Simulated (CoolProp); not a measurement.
Vapour-liquid equilibrium of CH2F2 (R32) (1) + propane (2) at 257.5 K; x and y are mole fractions of (1).

Computed with CoolProp (multi-fluid Helmholtz-energy mixture model, Tillner-Roth 1997 and Lemmon 2009; pair parameters Bell 2016).

```
x     bubble pressure, mixture model (MPa)  bubble pressure, Raoult's law (MPa)  y, mixture model  y, Raoult's law
----  ------------------------------------  -----------------------------------  ----------------  ---------------
0.05                                0.4062                               0.2947             0.306            0.081
0.15                                0.5473                               0.3139             0.506            0.228
0.25                                0.6097                               0.3330             0.573            0.358
0.35                                0.6348                               0.3522             0.602            0.474
0.45                                0.6440                               0.3713             0.616            0.578
0.55                                0.6474                               0.3905             0.625            0.671
0.65                                0.6482                               0.4097             0.635            0.756
0.75                                0.6442                               0.4288             0.656            0.834
0.85                                0.6234                               0.4480             0.704            0.905
0.95                                0.5529                               0.4671             0.838            0.969
```

The largest gap from Raoult's law is +83.1 % in bubble pressure, at x = 0.25. y crosses x between x = 0.55 and 0.65: the model has an azeotrope there.

The pair parameters rest on a limited set of measurements; away from them the model extrapolates. With so large a gap from Raoult's law the liquid may split in two, which this calculation doesn't test in full.
